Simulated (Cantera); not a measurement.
Feed: 1 mol (CH₃)₂SiCl₂, 130 mol H₂, equilibrated at 2248.15 K and 9200 Pa.

Cantera equilibrium calculation (NASA polynomials, part measured and part estimated; ideal gas, pure solids and liquids). Candidate condensed phases: C, C₆H₆, C₇H₈, C₈H₁₈, Si, SiC; 109 gas species. The feed counts by its element totals alone. The tables' values for SiCl are old estimates; treat these amounts as uncertain. Gases not in the tables: Si₂H₆ and higher silanes. Kinetics and transport are ignored.

Base state: H₂ 0.957, H 0.0237, HCl 0.0143, C₂H₂ (acetylene) 0.00317, Si 0.000784, Cl 0.000257, SiH 9.39e-5, SiC₂ 9.01e-5 (mole fractions); condensed: C(graphite) + SiC(s).

**Question.** What changes in the equilibrium state with this change: (CH₃)₂SiCl₂ replaced by CH₃SiH₃?

**Answer.** 
```
species             before     after
----------------  --------  --------
H₂                   0.957     0.973
H                   0.0237    0.0239
Si                0.000784   0.00149
HCl                 0.0143         0
C₂H₂ (acetylene)   0.00317  0.000899
Cl                0.000257         0
SiCl₂              4.90e-5         0
SiCl               3.57e-5         0
SiH₂               4.41e-5   8.49e-5
SiH                9.39e-5  0.000179
C(graphite), mol     0.263         0
SiC(s), mol          0.836     0.728
```

**Question.** What changes in the equilibrium state with this change: temperature from 2248.15 K to 1850 K?

**Answer.** 
```tsv
species	before	after
H₂	0.957	0.983
HCl	0.0143	0.0149
H	0.0237	0.00176
C₂H₂ (acetylene)	0.00317	0.000257
SiCl₂	4.90e-5	1.95e-5
SiC₂	9.01e-5	4.08e-8
Si₂C	5.40e-5	2.90e-8
C(graphite), mol	0.263	0.926
SiC(s), mol	0.836	0.997
```

**Question.** What changes in the equilibrium state with this change: (CH₃)₂SiCl₂ replaced by Si(CH₃)₄?

**Answer.** 
| species | before | after |
|---|---|---|
| H₂ | 0.957 | 0.972 |
| H | 0.0237 | 0.0239 |
| C₂H₂ (acetylene) | 0.00317 | 0.00322 |
| HCl | 0.0143 | 0 |
| Cl | 0.000257 | 0 |
| Si | 0.000784 | 0.000784 |
| SiCl₂ | 4.90e-5 | 0 |
| SiCl | 3.57e-5 | 0 |
| CH₄ | 2.00e-5 | 2.06e-5 |
| C(graphite), mol | 0.263 | 2.23 |
| SiC(s), mol | 0.836 | 0.845 |
